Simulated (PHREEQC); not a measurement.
**Polishing slurry liquid: an equilibrium model**

Consider water at 20 °C with 0.24 mol H2SO4, 5e-07 mol H4SiO4 and 0.027 mol CO2 per kg of water. Closed to the air; pH follows from the charge balance.

Model: ion-association model, phreeqc.dat, run in PHREEQC.

```json
{
  "pH": "0.67",
  "ionic_strength": "0.305 mol/kgw",
  "activity_of_water": "0.991",
  "specific_conductance": "73700 µS/cm",
  "density": "1.013 g/cm³",
  "total_alkalinity": "-480 meq/kg"
}
```

```csv
species,molality,activity,log γ
H+,0.273,0.213,-0.106
HSO4-,0.207,0.152,-0.134
SO4-2,0.0325,0.00818,-0.599
CO2,0.0270,0.0289,0.030
(CO2)2,1.21e-5,1.30e-5,0.030
H4SiO4,5.00e-7,5.36e-7,0.030
HCO3-,7.72e-8,5.58e-8,-0.141
```

No solid was allowed to form. Species that the database lacks are ignored.
